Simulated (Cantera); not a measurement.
Feed: 1 mol SiHCl3, 0.028 mol HCl, 620 mol H2, equilibrated at 1777 °C and 2200 Pa.

These are equilibrium values from Cantera (NASA tables, ideal gas, pure condensed phases), not measurements of a reactor. Candidate condensed phases: Si; 19 gas species. The tables' values for SiCl are old estimates; treat these amounts as uncertain. Gases not in the tables: Si2H6 and higher silanes. Equilibrium is a limit: real reactors are often held back by kinetics, nucleation or transport.

Base state: H2 0.979, H 0.0151, HCl 0.00471, Si 0.00136, SiH 0.000121, Cl 5.39e-5, SiH2 5.32e-5, SiCl 2.26e-5 (mole fractions); condensed: gas only.

**Question.** What changes in the equilibrium state with this change: temperature from 1777 °C to 1450 °C?

**Answer.** 
```csv
species,before,after
H2,0.979,0.994
HCl,0.00471,0.00470
H,0.0151,0.00123
Si,0.00136,4.47e-5
SiCl2,1.99e-5,7.69e-5
SiH,0.000121,9.51e-6
Cl,5.39e-5,4.49e-6
SiCl,2.26e-5,4.36e-6
SiH2,5.32e-5,1.69e-5
"Si(l), mol",0,0.905
```
